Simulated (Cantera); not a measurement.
Input: 1 mol CS2, 0.005 mol SO2, held at 3475 K and 0.0100 bar.

Method: chemical equilibrium by Gibbs-energy minimisation in Cantera with the NASA 1993 tables (ideal gas, pure condensed phases). Candidate condensed phases: C, S; 22 gas species. Kinetics and transport are ignored.

Base state: S 0.504, CS 0.476, C 0.0102, CO 0.00493, S2 0.00360, C2 0.000445, CS2 0.000442, C3 0.000163 (mole fractions); condensed: gas only.

Question: What changes in the equilibrium state with this change: 0.095 mol O2 added?

Answer: 
| species | before | after |
|---|---|---|
| S | 0.504 | 0.544 |
| CS | 0.476 | 0.354 |
| CO | 0.00493 | 0.0905 |
| C | 0.0102 | 0.00700 |
| C3 | 0.000163 | 5.32e-5 |
| C2 | 0.000445 | 0.000211 |
